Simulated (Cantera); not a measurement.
An adiabatic, constant-volume homogeneous reactor starts with CH₄ : C₂H₆ : O₂ : N₂ = 1 : 0.076 : 5.04 : 18.9 (molar parts), at 1750 K and 1000000 Pa. Integrator tolerance rtol = 1e-08.

Computed with Cantera and GRI-Mech 3.0 (53 species, 325 reactions).

```csv
quantity,before,after
time of steepest temperature rise,8.93 µs,6.84 µs
temperature at 3.00 s,2741 K,2753 K
equilibrium temperature,2741 K,2753 K
x(CH₄) at 3.00 s,<1e-12 (gas-phase equilibrium <1e-12),<1e-12 (gas-phase equilibrium <1e-12)
x(C₂H₆) at 3.00 s,<1e-12 (gas-phase equilibrium <1e-12),<1e-12 (gas-phase equilibrium <1e-12)
x(O₂) at 3.00 s,0.0970 (gas-phase equilibrium 0.0970),0.0969 (gas-phase equilibrium 0.0969)
x(NO) at 3.00 s,0.0223 (gas-phase equilibrium 0.0223),0.0227 (gas-phase equilibrium 0.0227)
x(H₂O₂) at 3.00 s,1.14e-6 (gas-phase equilibrium 1.14e-6),1.44e-6 (gas-phase equilibrium 1.44e-6)
```

Task: What was changed between the two runs?
A. O2 5.04 to 1.8 parts
B. CH4 1 to 0.63 parts
C. pressure from 1000000 Pa to 1500000 Pa
D. initial temperature 1750 to 1423 K

Result: C, pressure from 1000000 Pa to 1500000 Pa
